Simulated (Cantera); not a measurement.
A freely propagating, adiabatic, planar premixed flame of H2 : O2 : N2 : H2O = 1 : 0.556 : 2.09 : 0.24 (molar parts), equivalence ratio 0.90, unburnt at 400 K and 3750 Torr; multicomponent transport, grid criteria slope 0.08 and curve 0.16, no radiation.

Model: the H2/O2 subset of GRI-Mech 3.0, which has no nitrogen chemistry, integrated in Cantera. The hydrogen kinetics of GRI-Mech 3.0 are dated; newer H2 mechanisms differ, most at raised pressure. Burning velocities carry a grid error of a few per cent, more on coarse grids.

### Question
Predict: laminar burning velocity; thermal thickness; peak x(O); peak x(H); peak x(H2O2).

### Answer
- laminar burning velocity = 176 cm/s
- thermal thickness = 0.0569 mm
- peak x(O) = 0.00370
- peak x(H) = 0.00949
- peak x(H2O2) = 0.000191
